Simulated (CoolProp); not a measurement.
A closed Brayton cycle with nitrogen: compressor inlet 330.15 K and 3.2 MPa, high pressure 8.97 MPa, turbine inlet 685 K, compressor efficiency 0.89, turbine efficiency 0.85, recuperator effectiveness 0.8 (on enthalpy, no pinch check). Each further row changes one setting.

The numbers come from the reference Helmholtz-energy equation of state, Span 2000 in CoolProp.

```tsv
case	thermal efficiency (%)	net work (kJ/kg)	compressor to turbine work	compressor exit (K)	turbine exit (K)
as stated	13.5	24.2	0.85	458.3	540.5
turbine inlet 635 K	7.8	12.4	0.92	458.3	499.8
compressor inlet 340.15 K	11.4	20.0	0.87	472.0	540.5
high pressure 7.62 MPa	15.8	26.2	0.81	435.5	561.0
recuperator effectiveness 0.5	11.8	24.2	0.85	458.3	540.5
```
